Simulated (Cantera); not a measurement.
What does this Cantera script print?

```python
import numpy as np
import cantera as ct

gas_names = """
    CL CLF CLF3 CL2 F F2 H HCL HF H2 H2F2 H3F3 H4F4 H5F5 H6F6 H7F7 Si SiCL SiCL2 SiCL3 SiCL4 SiF SiF2
    SiF3 SiF4 SiH SiHCL3 SiHF3 SiH2 SiH2CL2 SiH2F2 SiH3 SiH3CL SiH3F SiH4 Si2 Si3
""".split()
cond_names = """
    Si(cr) Si(L)
""".split()


# ... load() reads the species with a 1 bar reference pressure and builds the phases ...
atoms = {
    'Si': {'Si': 1},
    'Cl2': {'CL': 2},
    'HF': {'H': 1, 'F': 1},
}
top_T = {}  # K; cautious upper limits of use, not melting points


# ... equilibrate(T, P, feed) seeds the gas with the atoms and calls Mixture.equilibrate('TP', solver="vcs", rtol=1e-11, max_steps=5000) ...
results = []
feed = {'Si': 1, 'Cl2': 2.1, 'HF': 7.6}  # mol
T = 1400  # K
P = 780  # Pa
mix = equilibrate(T, P, feed)
results.append((T, P, feed, dict(zip(mix.species_names, mix.species_moles))))
print(gas.report(threshold=0.001))
for i in range(1, mix.n_phases):
    print(f"{mix.phase(i).name:16s} {mix.phase_moles(i):12.5e} mol")
```

It prints:

```
       temperature   1400 K
          pressure   780 Pa
           density   0.0025125 kg/m^3
  mean mol. weight   37.495 kg/kmol
   phase of matter   gas

                          1 kg             1 kmol
                     ---------------   ---------------
          enthalpy       -7.8414e+06       -2.9401e+08  J
   internal energy       -8.1518e+06       -3.0565e+08  J
           entropy            7968.6        2.9878e+05  J/K
    Gibbs function       -1.8997e+07        -7.123e+08  J
 heat capacity c_p              1089             40833  J/K
 heat capacity c_v            867.28             32519  J/K

                      mass frac. Y      mole frac. X     chem. pot. / RT
                     ---------------   ---------------   ---------------
                CL          0.016195           0.01713           -20.419
               CL2         0.0053559         0.0028324           -40.838
               HCL           0.44322           0.45583           -38.768
                HF            0.2189           0.41025           -52.743
              SiF4           0.31632           0.11396           -187.95
     [  +32 minor]         1.018e-06        2.1622e-06

Si(cr)            0.00000e+00 mol
```

These are equilibrium values from Cantera (NASA tables, ideal gas, pure condensed phases), not measurements of a reactor.
